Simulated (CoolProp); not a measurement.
Properties of carbon dioxide at several states.

The numbers come from the reference Helmholtz-energy equation of state, Span 1996 in CoolProp.

| T (K) | p (MPa) | phase | cv (kJ/(kg K)) | expansivity (1/kK) | viscosity (µPa s) |
|---|---|---|---|---|---|
| 739.2 | 36.9 | supercritical | 0.9797 | 1.569 | ___ |
| 317.6 | 0.0104 | gas | ___ | 3.153 | 15.8 |
| 252.2 | 0.0344 | gas | ___ | 4.004 | ___ |
| 736.2 | 9.65 | supercritical | ___ | 1.469 | 33.8 |
| 979.5 | 20.7 | supercritical | ___ | ___ | ___ |

### Question
Fill in the missing entries.

### Answer

- 739.2, viscosity (µPa s): 38.5
- 317.6, cv (kJ/(kg K)): 0.6751
- 252.2, cv (kJ/(kg K)): 0.6069
- 252.2, viscosity (µPa s): 12.7
- 736.2, cv (kJ/(kg K)): 0.9611
- 979.5, cv (kJ/(kg K)): 1.047
- 979.5, expansivity (1/kK): 1.059
- 979.5, viscosity (µPa s): 42.1

Viscosity comes from a separate model (Laesecke 2017).
